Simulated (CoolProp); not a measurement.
Computed with CoolProp (reference Helmholtz-energy equation of state, Gao 2020).

Problem. For ammonia, give the phase and the cv (kJ/(kg K)), speed of sound (m/s) at 431.2 K and 1.01 bar.

Solution. 
- 431.2 K and 1.01 bar: gas; cv 1.85, speed of sound 515
